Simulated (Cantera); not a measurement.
A Cantera script and what it prints.

```python
import numpy as np
import cantera as ct

gas_names = """
    C CN CO CO2 C2 CCN CNC C2N2 C2O C3 C3O2 C4 C4N2 C5 Cu CuO Cu2 N NCO NO NO2 NO3 N2 N2O O O2 O3
""".split()
cond_names = """
    C(gr) Cu(cr) Cu(L) CuO(s) Cu2O(s) Cu2O(L)
""".split()


def load(file, names, dense=False):
    # The tables refer to 1 bar. Condensed volumes are neglected.
    table = {s.name: s for s in ct.Species.list_from_file(file)}
    out = []
    for n in names:
        d = dict(table[n].input_data)
        d["thermo"] = dict(d["thermo"], **{"reference-pressure": 1e5})
        if dense:
            d["equation-of-state"] = {"model": "constant-volume", "density": "1e6 g/cm^3"}
        out.append(ct.Species.from_dict(d))
    return out


gas = ct.Solution(thermo="ideal-gas", species=load("nasa_gas.yaml", gas_names))
cond = {s.name: ct.Solution(thermo="fixed-stoichiometry", species=[s], name=s.name)
        for s in load("nasa_condensed.yaml", cond_names, dense=True)}
atoms = {
    'Cu2O': {'Cu': 2, 'O': 1},
    'C': {'C': 1},
    'N2': {'N': 2},
}
top_T = {'C(gr)': 4500, 'CuO(s)': 1390}  # K; cautious upper limits of use, not melting points


def equilibrate(T, P, feed):
    n = {}
    for name, mol in feed.items():
        for a, k in atoms[name].items():
            n[a] = n.get(a, 0.0) + k * mol
    gas.TPX = T, P, n
    mass = sum(n.values()) * gas.mean_molecular_weight
    gas.equilibrate("TP")
    valid = [c for c in cond.values() if c.min_temp <= T <= top_T.get(c.name, c.max_temp)]
    mix = ct.Mixture([(gas, mass / gas.mean_molecular_weight)] + [(c, 0.0) for c in valid])
    mix.T, mix.P = T, P
    mix.equilibrate("TP", solver="vcs", rtol=1e-11, max_steps=5000)
    return mix


results = []
T = 2025  # K
P = 1333.22  # Pa
for m in [0.77, 0.94, 1.1, 1.4, 1.7, 2.1, 2.6, 3.1, 3.8, 4.7, 5.7, 7, 8.6]:
    feed = {'Cu2O': 1, 'C': 2.1, 'N2': m}  # mol
    mix = equilibrate(T, P, feed)
    results.append((T, P, feed, dict(zip(mix.species_names, mix.species_moles))))

top = {s: max(r[3][s] / sum(r[3][g] for g in gas_names) for r in results) for s in gas_names}
cols = sorted((s for s in top if top[s] > 1e-06), key=lambda s: -top[s])[:9]
seen = [c for c in cond_names if any(r[3].get(c, 0) > 1e-12 for r in results)]
print("log10 of partial pressures in bar; condensed amounts in mol")
print(f"{'n(N2)':>10s}" + "".join(f"{s[:9]:>10s}" for s in cols + seen))
for T, P, feed, n in results:
    ng = sum(n[g] for g in gas_names)
    print(f"{feed['N2']:10.4g}" + "".join(f"{np.log10(max(n[s] / ng * P / 1e5, 1e-99)):10.3f}" for s in cols)
          + "".join(f"{n.get(c, 0):10.4g}" for c in seen))
```

Output:

```
log10 of partial pressures in bar; condensed amounts in mol
     n(N2)        N2        Cu        CO       Cu2        CN      C2N2     C(gr)     Cu(L)
      0.77    -2.464    -2.266    -2.351    -4.614    -7.340    -8.103       1.1    0.7743
      0.94    -2.418    -2.266    -2.391    -4.614    -7.317    -8.057       1.1    0.6566
       1.1    -2.384    -2.266    -2.425    -4.614    -7.300    -8.023       1.1    0.5458
       1.4    -2.337    -2.266    -2.483    -4.614    -7.277    -7.976       1.1    0.3381
       1.7    -2.304    -2.266    -2.534    -4.614    -7.260    -7.943       1.1    0.1304
       2.1    -2.260    -2.285    -2.582    -4.650    -7.238    -7.899       1.1         0
       2.6    -2.208    -2.325    -2.623    -4.731    -7.212    -7.847       1.1         0
       3.1    -2.169    -2.362    -2.660    -4.805    -7.193    -7.808       1.1         0
       3.8    -2.127    -2.409    -2.707    -4.899    -7.172    -7.767       1.1         0
       4.7    -2.089    -2.463    -2.761    -5.006    -7.153    -7.728       1.1         0
       5.7    -2.058    -2.516    -2.814    -5.112    -7.138    -7.698       1.1         0
         7    -2.030    -2.576    -2.875    -5.233    -7.123    -7.669       1.1         0
       8.6    -2.005    -2.640    -2.939    -5.361    -7.111    -7.644       1.1         0
```

Cantera equilibrium calculation (NASA polynomials, part measured and part estimated; ideal gas, pure solids and liquids).
